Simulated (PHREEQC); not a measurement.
A solution holds 0.95 mol Na2CO3 and 0.0093 mol H3BO3 per kg of water, at 25 °C. Closed to the air; pH follows from the charge balance.

The numbers come from PHREEQC with the Pitzer model, pitzer.dat.

**Question.** The ionic strength comes out as 2.84 mol/kgw. What activity coefficients do CO3-2, B(OH)4-, OH-, HCO3-, Na+ get?

**Answer.** CO3-2 0.062, B(OH)4- 0.35, OH- 0.71, HCO3- 0.38, Na+ 0.46. Single-ion values are on the MacInnes scale.

No solid was allowed to form. In brines, pH and single-ion activities rest on the MacInnes convention.
